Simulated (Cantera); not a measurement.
**Reactions in the system C-O-Ta**

Source: NASA polynomial tables (part measured, part estimated), evaluated in Cantera. Values are per mole of reaction as written; species without (g) are pure solids or liquids, kept so even where they would boil at 1 bar. TaC: taken at fixed stoichiometry.

Ta2O5 + 2 CO(g) → 2 TaC + 7 O(g)

```json
[
 {"T (K)": "300", "ΔH° (kJ)": "3723.1", "ΔS° (J/K)": "673.9", "ΔG° (kJ)": "3521.0", "log10 K": "-613.04", "condensed phases": "Ta2O5(s), TaC(s)"},
 {"T (K)": "2023", "ΔH° (kJ)": "3727.6", "ΔS° (J/K)": "691.7", "ΔG° (kJ)": "2328.3", "log10 K": "-60.12", "condensed phases": "Ta2O5(s), TaC(s)"},
 {"T (K)": "2123", "ΔH° (kJ)": "3604.0", "ΔS° (J/K)": "631.7", "ΔG° (kJ)": "2263.0", "log10 K": "-55.68", "condensed phases": "Ta2O5(l), TaC(s)"},
 {"T (K)": "2223", "ΔH° (kJ)": "3599.1", "ΔS° (J/K)": "629.4", "ΔG° (kJ)": "2200.0", "log10 K": "-51.69", "condensed phases": "Ta2O5(l), TaC(s)"},
 {"T (K)": "2323", "ΔH° (kJ)": "3594.3", "ΔS° (J/K)": "627.3", "ΔG° (kJ)": "2137.2", "log10 K": "-48.05", "condensed phases": "Ta2O5(l), TaC(s)"},
 {"T (K)": "2423", "ΔH° (kJ)": "3589.7", "ΔS° (J/K)": "625.3", "ΔG° (kJ)": "2074.5", "log10 K": "-44.72", "condensed phases": "Ta2O5(l), TaC(s)"},
 {"T (K)": "2523", "ΔH° (kJ)": "3585.2", "ΔS° (J/K)": "623.5", "ΔG° (kJ)": "2012.1", "log10 K": "-41.66", "condensed phases": "Ta2O5(l), TaC(s)"},
 {"T (K)": "2623", "ΔH° (kJ)": "3580.8", "ΔS° (J/K)": "621.8", "ΔG° (kJ)": "1949.8", "log10 K": "-38.83", "condensed phases": "Ta2O5(l), TaC(s)"},
 {"T (K)": "2723", "ΔH° (kJ)": "3576.6", "ΔS° (J/K)": "620.2", "ΔG° (kJ)": "1887.7", "log10 K": "-36.21", "condensed phases": "Ta2O5(l), TaC(s)"},
 {"T (K)": "2823", "ΔH° (kJ)": "3572.6", "ΔS° (J/K)": "618.8", "ΔG° (kJ)": "1825.8", "log10 K": "-33.78", "condensed phases": "Ta2O5(l), TaC(s)"},
 {"T (K)": "2923", "ΔH° (kJ)": "3568.6", "ΔS° (J/K)": "617.4", "ΔG° (kJ)": "1764.0", "log10 K": "-31.52", "condensed phases": "Ta2O5(l), TaC(s)"}
]
```

TaC + 2 Ta2O5 → C + 5 TaO2(g)

```csv
T (K),ΔH° (kJ),ΔS° (J/K),ΔG° (kJ),log10 K,condensed phases
300,3231.8,1077.9,2908.4,-506.39,"TaC(s), Ta2O5(s), C(graphite)"
2023,3029.0,872.1,1264.7,-32.65,"TaC(s), Ta2O5(s), C(graphite)"
2123,2768.9,745.8,1185.5,-29.17,"TaC(s), Ta2O5(l), C(graphite)"
2223,2745.8,735.2,1111.4,-26.11,"TaC(s), Ta2O5(l), C(graphite)"
2323,2722.8,725.1,1038.4,-23.35,"TaC(s), Ta2O5(l), C(graphite)"
2423,2699.8,715.4,966.4,-20.83,"TaC(s), Ta2O5(l), C(graphite)"
2523,2676.7,706.1,895.3,-18.54,"TaC(s), Ta2O5(l), C(graphite)"
2623,2653.7,697.1,825.2,-16.43,"TaC(s), Ta2O5(l), C(graphite)"
2723,2630.7,688.5,755.9,-14.50,"TaC(s), Ta2O5(l), C(graphite)"
2823,2607.6,680.2,687.4,-12.72,"TaC(s), Ta2O5(l), C(graphite)"
2923,2584.6,672.2,619.8,-11.08,"TaC(s), Ta2O5(l), C(graphite)"
```

2 TaC + TaO2(g) → 2 CO(g) + 3 Ta

```csv
T (K),ΔH° (kJ),ΔS° (J/K),ΔG° (kJ),log10 K
300,268.0,154.8,221.6,-38.58
2023,257.2,148.5,-43.3,1.12
2123,256.2,148.0,-58.1,1.43
2223,255.2,147.6,-72.9,1.71
2323,254.2,147.2,-87.6,1.97
2423,253.3,146.8,-102.3,2.21
2523,252.5,146.4,-117.0,2.42
2623,251.8,146.2,-131.6,2.62
2723,251.2,145.9,-146.2,2.80
2823,250.7,145.8,-160.8,2.97
2923,250.5,145.7,-175.4,3.13
```
